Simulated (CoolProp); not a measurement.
Values from CoolProp's reference Helmholtz-energy equation of state, Lemmon 2013.

**Question.** Give the vapour pressure (MPa), vapour density (kg/m³), enthalpy of vaporisation (kJ/kg) of saturated propylene at 236.8, 278 K.

**Answer.** 
| T (K) | p (MPa) | vapour density (kg/m³) | enthalpy of vaporisation (kJ/kg) |
|---|---|---|---|
| 236.8 | 0.165 | 3.71 | 426 |
| 278 | 0.673 | 14.2 | 370 |
